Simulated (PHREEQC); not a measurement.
A solution holds 19 mmol/kgw HF, 32 mmol/kgw H2SiF6 and 8.2 mmol/kgw H3BO3, at 25 °C. Closed to the air; pH follows from the charge balance.

The numbers come from PHREEQC with the ion-association model, wateq4f.dat.

```json
[
 {"quantity": "pH", "before": "1.26", "after": "1.31"},
 {"quantity": "ionic strength (mol/kgw)", "before": "0.0962", "after": "0.0863"},
 {"quantity": "SiF6-2 (mol/kgw)", "before": "0.0301", "after": "0.0263"},
 {"quantity": "HF (mol/kgw)", "before": "0.00696", "after": "0.0238"},
 {"quantity": "H4SiO4 (mol/kgw)", "before": "0.00193", "after": "0.00571"},
 {"quantity": "H2F2 (mol/kgw)", "before": "0.000129", "after": "0.000262"},
 {"quantity": "SI of SiO2(a) (SiO2)", "before": "+0.01", "after": "+0.16"}
]
```

Question: What was changed between the two runs?
(A) 0.06 mol/kgw H2SeO4 added
(B) temperature from 25 to 35 °C
(C) temperature from 25 to 70 °C
(D) 0.0028 mol/kgw NaCl added
(E) H3BO3 from 0.0082 to 0.082 mol/kgw

Answer: C, temperature from 25 to 70 °C

No solid was allowed to form. Some of these states are supersaturated (in Quartz (slow to form), Chalcedony (slow to form), SiO2(a), for instance). Away from 25 °C the constants follow the database's enthalpies or fits; those with neither stay at their 25 °C values. SiF6-2 is the database's only silicon fluoride. Real BF4- forms and hydrolyses slowly; the run takes it at equilibrium.
